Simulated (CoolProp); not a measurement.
Vapour pressure (MPa) of oxygen: the reference equation beside estimates from Tc = 154.6 K, pc = 5.046 MPa, ω = 0.022. Clausius-Clapeyron is anchored at 117.7 K with a constant enthalpy of vaporisation of 5.686 kJ/mol.

Model: reference Helmholtz-energy equation of state, Schmidt 1985, in CoolProp.

```json
[
 {"T (K)": "108.6", "reference": "0.4928", "Lee-Kesler": "0.4927", "Clausius-Clapeyron": "0.5484", "van der Waals": "1.030", "Redlich-Kwong": "0.4545", "Soave-Redlich-Kwong": "0.4927", "Peng-Robinson": "0.4950"},
 {"T (K)": "111.6", "reference": "0.6058", "Lee-Kesler": "0.6061", "Clausius-Clapeyron": "0.6496", "van der Waals": "1.181", "Redlich-Kwong": "0.5690", "Soave-Redlich-Kwong": "0.6072", "Peng-Robinson": "0.6084"},
 {"T (K)": "114.6", "reference": "0.7367", "Lee-Kesler": "0.7373", "Clausius-Clapeyron": "0.7626", "van der Waals": "1.346", "Redlich-Kwong": "0.7028", "Soave-Redlich-Kwong": "0.7401", "Peng-Robinson": "0.7398"},
 {"T (K)": "117.7", "reference": "0.8924", "Lee-Kesler": "0.8932", "Clausius-Clapeyron": "0.8924", "van der Waals": "1.532", "Redlich-Kwong": "0.8630", "Soave-Redlich-Kwong": "0.8984", "Peng-Robinson": "0.8961"},
 {"T (K)": "120.7", "reference": "1.064", "Lee-Kesler": "1.065", "Clausius-Clapeyron": "1.031", "van der Waals": "1.727", "Redlich-Kwong": "1.041", "Soave-Redlich-Kwong": "1.073", "Peng-Robinson": "1.069"},
 {"T (K)": "123.8", "reference": "1.266", "Lee-Kesler": "1.267", "Clausius-Clapeyron": "1.188", "van der Waals": "1.943", "Redlich-Kwong": "1.250", "Soave-Redlich-Kwong": "1.279", "Peng-Robinson": "1.272"},
 {"T (K)": "126.8", "reference": "1.486", "Lee-Kesler": "1.486", "Clausius-Clapeyron": "1.354", "van der Waals": "2.169", "Redlich-Kwong": "1.478", "Soave-Redlich-Kwong": "1.503", "Peng-Robinson": "1.493"},
 {"T (K)": "129.9", "reference": "1.740", "Lee-Kesler": "1.740", "Clausius-Clapeyron": "1.540", "van der Waals": "2.418", "Redlich-Kwong": "1.742", "Soave-Redlich-Kwong": "1.762", "Peng-Robinson": "1.750"},
 {"T (K)": "132.9", "reference": "2.015", "Lee-Kesler": "2.013", "Clausius-Clapeyron": "1.734", "van der Waals": "2.676", "Redlich-Kwong": "2.026", "Soave-Redlich-Kwong": "2.041", "Peng-Robinson": "2.027"},
 {"T (K)": "136", "reference": "2.330", "Lee-Kesler": "2.327", "Clausius-Clapeyron": "1.950", "van der Waals": "2.960", "Redlich-Kwong": "2.351", "Soave-Redlich-Kwong": "2.361", "Peng-Robinson": "2.345"},
 {"T (K)": "139", "reference": "2.668", "Lee-Kesler": "2.664", "Clausius-Clapeyron": "2.174", "van der Waals": "3.251", "Redlich-Kwong": "2.698", "Soave-Redlich-Kwong": "2.703", "Peng-Robinson": "2.685"}
]
```

Absolute difference from the reference over all 11 rows, mean and median: Lee-Kesler 0.1 and 0.1 %, Clausius-Clapeyron 9.1 and 8.9 %, van der Waals 58.2 and 53.5 %, Redlich-Kwong 2.6 and 1.3 %, Soave-Redlich-Kwong 0.9 and 1.0 %, Peng-Robinson 0.5 and 0.5 %.
